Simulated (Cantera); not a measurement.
Feed: 1 mol HF, 0.025 mol O2, 0.077 mol H2, at 0.00430 bar.

Method: chemical equilibrium by Gibbs-energy minimisation in Cantera with the NASA 1993 tables (ideal gas, pure condensed phases). Candidate condensed phases: H2O; 37 gas species. Ions and electrons are included (thermal ionisation). Equilibrium is a limit: real reactors are often held back by kinetics, nucleation or transport. All values below are at 4727 °C.

Base state: H 0.523, F 0.453, O 0.0227, HF 0.000445, e- 3.81e-5, H+ 3.68e-5, H2 2.85e-5 (mole fractions); condensed: gas only.

Problem. What changes in the equilibrium state with this change: pressure from 0.00430 bar to 76.0 bar?

Solution. 
```json
[
 {"species": "HF", "before": "0.000445", "after": "0.642"},
 {"species": "H", "before": "0.523", "after": "0.149"},
 {"species": "F", "before": "0.453", "after": "0.130"},
 {"species": "OH", "before": "2.30e-6", "after": "0.0112"},
 {"species": "H2", "before": "2.85e-5", "after": "0.0407"},
 {"species": "O", "before": "0.0227", "after": "0.0220"},
 {"species": "H2O", "before": "<1e-9", "after": "0.00380"},
 {"species": "H2F2", "before": "<1e-9", "after": "0.000136"},
 {"species": "O2", "before": "4.51e-8", "after": "0.000753"}
]
```
The ideal-gas law is rough above about 30 bar.
